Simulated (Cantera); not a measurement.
Cantera with NASA thermochemical tables; ideal gases at 1 bar, condensed phases pure. Values are per mole of reaction as written; species without (g) are pure solids or liquids, kept so even where they would boil at 1 bar.

2 P2(g) + 6 H2O(g) + 4 NO(g) ⇌ 4 NH3(g) + P4O10

```tsv
T (K)	ΔH° (kJ)	ΔS° (J/K)	ΔG° (kJ)	log10 K
373	-2396.0	-1414.9	-1868.2	261.62
398	…	…	…	…
423	-2395.0	-1412.4	-1797.5	221.97
448	-2394.0	-1410.2	-1762.2	205.47
473	-2392.8	-1407.6	-1727.0	190.72
498	-2391.3	-1404.5	-1691.9	177.46
523	…	…	…	…
548	-2387.6	-1397.4	-1621.8	154.59
```

### Question
What belongs in the gaps?

### Answer

- 398, ΔH° (kJ): -2395.6
- 398, ΔS° (J/K): -1414.0
- 398, ΔG° (kJ): -1832.9
- 398, log10 K: 240.54
- 523, ΔH° (kJ): -2389.6
- 523, ΔS° (J/K): -1401.1
- 523, ΔG° (kJ): -1656.8
- 523, log10 K: 165.47
